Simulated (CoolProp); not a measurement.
Isobutene along the isotherm 550 K: density (kg/m³) from the reference equation and from simpler models built on Tc = 418.1 K, pc = 40.16 bar, ω = 0.193; each cubic takes its own stable root.

Values from CoolProp's reference Helmholtz-energy equation of state, Lemmon 2005. It is a short technical equation, of lower accuracy than the large ones.

```json
[
 {"p (bar)": "1.27", "phase": "gas", "reference": "1.565"},
 {"p (bar)": "2.41", "phase": "gas", "reference": "2.982"},
 {"p (bar)": "4.56", "phase": "gas", "reference": "5.684"},
 {"p (bar)": "8.65", "phase": "gas", "reference": "10.94"},
 {"p (bar)": "16.4", "phase": "gas", "reference": "21.33"},
 {"p (bar)": "31.1", "phase": "gas", "reference": "42.77"},
 {"p (bar)": "58.9", "phase": "supercritical", "reference": "90.40"},
 {"p (bar)": "112", "phase": "supercritical", "reference": "199.8"},
 {"p (bar)": "212", "phase": "supercritical", "reference": "335.2"},
 {"p (bar)": "402", "phase": "supercritical", "reference": "430.1"}
]
```

Question: How far does each simpler model (ideal gas, Redlich-Kwong, Soave-Redlich-Kwong) lie from the reference over these 10 states: mean and median of the absolute difference, and the worst?

Answer: 
- ideal gas: mean 11.1 %, median 8.2 %, worst -31.2 % at 550 K and 112 bar
- Redlich-Kwong: mean 0.8 %, median 0.4 %, worst +2.3 % at 550 K and 58.9 bar
- Soave-Redlich-Kwong: mean 2.4 %, median 0.8 %, worst -7.9 % at 550 K and 212 bar
